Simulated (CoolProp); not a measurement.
Saturated liquid density (kg/m³) of propyne: the reference equation beside estimates from Tc = 129.6 °C, pc = 56.58 bar, ω = 0.204. Rackett uses Z = 0.29056 − 0.08775 ω.

The numbers come from the reference Helmholtz-energy equation of state, Polt 1992 in CoolProp. This equation is an older, rougher fit; its heat capacities, sound speeds and derivatives of the liquid may be far off and weren't checked against measurements.

| T (°C) | reference | Rackett | van der Waals | Redlich-Kwong | Soave-Redlich-Kwong | Peng-Robinson |
|---|---|---|---|---|---|---|
| 19.65 | 620.0 | 608.6 | 377.0 | 543.5 | 561.5 | 636.3 |
| 24.95 | 611.5 | 601.0 | 372.3 | 535.0 | 553.3 | 627.2 |
| 30.15 | 603.0 | 593.4 | 367.5 | 526.4 | 545.0 | 618.0 |
| 35.45 | 594.2 | 585.4 | 362.5 | 517.4 | 536.2 | 608.1 |
| 40.75 | 585.3 | 577.2 | 357.3 | 508.1 | 527.0 | 597.9 |
| 45.95 | 576.4 | 568.9 | 352.0 | 498.7 | 517.6 | 587.4 |
| 51.25 | 567.1 | 560.2 | 346.5 | 488.7 | 507.7 | 576.2 |
| 56.45 | 557.8 | 551.5 | 340.9 | 478.6 | 497.5 | 564.7 |
| 61.75 | 547.9 | 542.2 | 334.9 | 467.8 | 486.7 | 552.3 |
| 67.05 | 537.8 | 532.5 | 328.7 | 456.7 | 475.3 | 539.4 |
| 72.25 | 527.3 | 522.7 | 322.4 | 445.2 | 463.6 | 525.9 |
| 77.55 | 516.2 | 512.1 | 315.6 | 433.0 | 451.0 | 511.5 |

Absolute difference from the reference over all 12 rows, mean and median: Rackett 1.3 and 1.3 %, van der Waals 39.0 and 38.9 %, Redlich-Kwong 13.9 and 13.7 %, Soave-Redlich-Kwong 10.6 and 10.3 %, Peng-Robinson 1.6 and 1.8 %.
